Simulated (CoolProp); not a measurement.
Vapour-liquid equilibrium of cyclopropane (1) + R134a (2) at 318.9 K; x and y are mole fractions of (1).

Values from CoolProp's multi-fluid Helmholtz-energy mixture model, Polt 1992 and Tillner-Roth 1994; pair parameters Bell 2016. This equation is an older, rougher fit; its heat capacities, sound speeds and derivatives of the liquid may be far off and weren't checked against measurements.

```tsv
x	bubble pressure (MPa)	y at the bubble point	dew pressure at overall composition x (MPa)	liquid density (mol/L)
0.05	1.267	0.096	1.226	11.02
0.125	1.372	0.208	1.294	11.08
0.2	1.452	0.294	1.365	11.15
0.275	1.511	0.363	1.435	11.25
0.35	1.552	0.420	1.501	11.37
0.425	1.577	0.470	1.555	11.52
0.5	1.589	0.515	1.586	11.71
0.575	1.588	0.558	1.585	11.93
0.65	1.576	0.603	1.550	12.20
0.725	1.549	0.652	1.490	12.50
0.8	1.503	0.710	1.418	12.84
0.875	1.432	0.786	1.343	13.21
0.95	1.323	0.895	1.269	13.62
```

y crosses x between x = 0.5 and 0.575: the model has an azeotrope there.

The pair parameters rest on a limited set of measurements; away from them the model extrapolates.
